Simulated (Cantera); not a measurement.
A perfectly stirred reactor is fed with NH3 : H2 = 1 : 0.9 (molar parts), at 0.470 bar; it is held at 2123 K, and followed from long to short residence time.

Model: the gas-phase N/H chemistry of the illustrative SiF4/NH3 mechanism in the Surface Chemkin manual (1991), integrated in Cantera. Walls and surfaces, which speed up NH3 decomposition in real reactors, are not modelled.

Question: What does this change do: temperature 2123 to 2350 K?

Answer: 
```csv
quantity,before,after
x(NH3) at τ = 29.0 s,0.000742,0.000104
x(H2) at τ = 29.0 s,0.823,0.812
x(NH2) at τ = 29.0 s,1.27e-5,6.75e-6
x(H) at τ = 29.0 s,0.00467,0.0165
x(N2) at τ = 29.0 s,0.172,0.171
x(NH3) at τ = 0.220 s,0.0418,0.00255
x(H2) at τ = 0.220 s,0.798,0.816
x(NH2) at τ = 0.220 s,0.000261,0.000109
x(H) at τ = 0.220 s,0.00164,0.0109
x(N2) at τ = 0.220 s,0.158,0.171
```

Question: What does this change do: temperature 2123 to 1550 K?

Answer: 
```csv
quantity,before,after
x(NH3) at τ = 29.0 s,0.000742,0.326
x(H2) at τ = 29.0 s,0.823,0.609
x(NH2) at τ = 29.0 s,1.27e-5,2.98e-5
x(H) at τ = 29.0 s,0.00467,2.43e-5
x(N2) at τ = 29.0 s,0.172,0.0657
x(NH3) at τ = 0.220 s,0.0418,0.523
x(H2) at τ = 0.220 s,0.798,0.476
x(NH2) at τ = 0.220 s,0.000261,4.30e-5
x(H) at τ = 0.220 s,0.00164,1.70e-5
x(N2) at τ = 0.220 s,0.158,0.00101
```
